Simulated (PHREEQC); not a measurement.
Dissolve 0.044 mol/kgw NaHSO4, 0.00074 mol/kgw Na2CO3 and 0.01 mol/kgw LiCl at 30 °C and 100 atm. Closed to the air; pH follows from the charge balance.

Model: ion-association model, phreeqc.dat, run in PHREEQC.

```csv
quantity,before,after
pH,1.72,2.67
ionic strength (mol/kgw),0.0982,0.0219
SO4-2 (mol/kgw),0.0221,0.00373
HSO4- (mol/kgw),0.0197,0.000513
Li+ (mol/kgw),0.00963,0.00990
SI of Halite (NaCl),-5.17,-5.95
```

Task: What was changed between the two runs?
(A) diluted 10-fold with water
(B) Na2CO3 from 0.00074 to 0.000148 mol/kgw
(C) Na2CO3 left out
(D) LiCl from 0.01 to 0.001 mol/kgw
(E) NaHSO4 from 0.044 to 0.0044 mol/kgw

Result: E, NaHSO4 from 0.044 to 0.0044 mol/kgw

This is a speciation only: nothing precipitates in the calculation. Under pressure, the constants of complexes without a molar volume in the database are unreliable.
